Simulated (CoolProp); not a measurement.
Isobutane along the isotherm 394.1 K: Z from the reference equation and from simpler models built on Tc = 407.8 K, pc = 3.629 MPa, ω = 0.184; each cubic takes its own stable root.

Values from CoolProp's reference Helmholtz-energy equation of state, Bücker 2006.

```json
[
 {"p (MPa)": "0.756", "phase": "gas", "reference": "0.9160", "van der Waals": "0.9285", "Peng-Robinson": "0.9081"},
 {"p (MPa)": "1.51", "phase": "gas", "reference": "0.8179", "van der Waals": "0.8457", "Peng-Robinson": "0.8040"},
 {"p (MPa)": "2.27", "phase": "gas", "reference": "0.6913", "van der Waals": "0.7414", "Peng-Robinson": "0.6752"},
 {"p (MPa)": "3.02", "phase": "liquid", "reference": "0.1435", "van der Waals": "0.5793", "Peng-Robinson": "0.1571"},
 {"p (MPa)": "3.78", "phase": "liquid", "reference": "0.1711", "van der Waals": "0.2623", "Peng-Robinson": "0.1810"},
 {"p (MPa)": "4.54", "phase": "liquid", "reference": "0.1993", "van der Waals": "0.2962", "Peng-Robinson": "0.2067"},
 {"p (MPa)": "5.29", "phase": "liquid", "reference": "0.2271", "van der Waals": "0.3318", "Peng-Robinson": "0.2322"},
 {"p (MPa)": "6.05", "phase": "liquid", "reference": "0.2550", "van der Waals": "0.3682", "Peng-Robinson": "0.2578"},
 {"p (MPa)": "6.8", "phase": "liquid", "reference": "0.2822", "van der Waals": "0.4041", "Peng-Robinson": "0.2828"},
 {"p (MPa)": "7.56", "phase": "liquid", "reference": "0.3096", "van der Waals": "0.4402", "Peng-Robinson": "0.3079"},
 {"p (MPa)": "8.32", "phase": "liquid", "reference": "0.3366", "van der Waals": "0.4761", "Peng-Robinson": "0.3326"},
 {"p (MPa)": "9.07", "phase": "liquid", "reference": "0.3631", "van der Waals": "0.5113", "Peng-Robinson": "0.3567"}
]
```

At some of these states van der Waals gives the other phase, because its saturation line lies elsewhere.
